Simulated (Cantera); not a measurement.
**Reactions in the system B-Cl-H-O**

Cantera with NASA thermochemical tables; ideal gases at 1 bar, condensed phases pure. Values are per mole of reaction as written; species without (g) are pure solids or liquids, kept so even where they would boil at 1 bar.

4 O(g) + B₂O₂(g) + 6 HCl(g) ⇌ 3 H₂O₂(g) + 2 BCl₃(g)

| T (K) | ΔH° (kJ) | ΔS° (J/K) | ΔG° (kJ) | log10 K |
|---|---|---|---|---|
| 300 | -1201.8 | -724.7 | -984.3 | 171.38 |
| 2548 | -1213.8 | -759.1 | 720.3 | -14.77 |
| 2648 | -1213.0 | -758.8 | 796.2 | -15.71 |
| 2748 | -1212.2 | -758.5 | 872.1 | -16.58 |
| 2848 | -1211.4 | -758.2 | 947.9 | -17.38 |
| 2948 | -1210.5 | -757.9 | 1023.7 | -18.14 |
